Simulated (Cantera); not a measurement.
A closed system holds: 1 mol CuO, 1 mol C, 0.74 mol H₂, at 1398.15 K and 0.00133 bar.

These are equilibrium values from Cantera (NASA tables, ideal gas, pure condensed phases), not measurements of a reactor. Candidate condensed phases: C, C₆H₆, C₇H₈, C₈H₁₈, Cu, CuO, Cu(OH)₂, Cu₂O, H₂O; 113 gas species. Rates play no part.

Base state: CO 0.574, H₂ 0.425, Cu 0.000976, H 8.46e-5 (mole fractions); condensed: Cu(l).

What changes in the equilibrium state with this change: temperature from 1398.15 K to 1450 K?


```
species       before     after
----------  --------  --------
CO             0.574     0.573
H₂             0.425     0.424
Cu          0.000976   0.00258
H            8.46e-5  0.000169
Cu(l), mol     0.998     0.995
```
